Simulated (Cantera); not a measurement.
A perfectly stirred reactor is fed with CH4 : O2 : N2 = 1 : 4.17 : 15.7 (molar parts), equivalence ratio 0.48, at 825 Torr; it is adiabatic with a 725 K inlet, and is followed from long to short residence time, starting on the burning branch (τ in s: 0.023, 0.011, 0.0052, 0.0025, 0.0012, 0.00058, 0.00028, 0.00013, 6.3e-05, 3e-05).

Model: GRI-Mech 3.0 (53 species, 325 reactions), integrated in Cantera.

x: mole fraction; the columns are a selection and need not sum to one.

```json
[
 {"τ (s)": "0.023", "T (K)": "1774", "x CH4": "2.33e-5", "x O2": "0.104", "x C2H2": "1.08e-9", "x NO2": "2.41e-8", "x H2O2": "___", "x OH": "0.00155"},
 {"τ (s)": "0.011", "T (K)": "1767", "x CH4": "3.72e-5", "x O2": "0.104", "x C2H2": "1.51e-9", "x NO2": "1.89e-8", "x H2O2": "___", "x OH": "0.00191"},
 {"τ (s)": "0.0052", "T (K)": "1757", "x CH4": "6.01e-5", "x O2": "0.104", "x C2H2": "2.07e-9", "x NO2": "1.38e-8", "x H2O2": "___", "x OH": "0.00234"},
 {"τ (s)": "0.0025", "T (K)": "1741", "x CH4": "9.73e-5", "x O2": "0.104", "x C2H2": "2.87e-9", "x NO2": "9.88e-9", "x H2O2": "___", "x OH": "0.00281"},
 {"τ (s)": "0.0012", "T (K)": "1717", "x CH4": "0.000163", "x O2": "0.105", "x C2H2": "4.26e-9", "x NO2": "7.08e-9", "x H2O2": "___", "x OH": "0.00325"},
 {"τ (s)": "0.00058", "T (K)": "1682", "x CH4": "0.000287", "x O2": "0.106", "x C2H2": "7.34e-9", "x NO2": "5.12e-9", "x H2O2": "___", "x OH": "0.00358"},
 {"τ (s)": "0.00028", "T (K)": "1631", "x CH4": "0.000573", "x O2": "0.109", "x C2H2": "1.72e-8", "x NO2": "3.51e-9", "x H2O2": "___", "x OH": "0.00362"},
 {"τ (s)": "0.00013", "T (K)": "1526", "x CH4": "0.00198", "x O2": "0.118", "x C2H2": "1.43e-7", "x NO2": "1.72e-9", "x H2O2": "___", "x OH": "0.00254"},
 {"τ (s)": "6.3e-5", "T (K)": "725", "x CH4": "0.0479", "x O2": "0.200", "x C2H2": "<1e-12", "x NO2": "<1e-12", "x H2O2": "<1e-12", "x OH": "<1e-12"},
 {"τ (s)": "3.0e-5", "T (K)": "725", "x CH4": "0.0479", "x O2": "0.200", "x C2H2": "<1e-12", "x NO2": "<1e-12", "x H2O2": "<1e-12", "x OH": "<1e-12"}
]
```

Question: Complete the blanks.

Answer: 
- 0.023, x H2O2: 1.11e-7
- 0.011, x H2O2: 1.50e-7
- 0.0052, x H2O2: 2.02e-7
- 0.0025, x H2O2: 2.71e-7
- 0.0012, x H2O2: 3.64e-7
- 0.00058, x H2O2: 4.95e-7
- 0.00028, x H2O2: 6.96e-7
- 0.00013, x H2O2: 1.18e-6
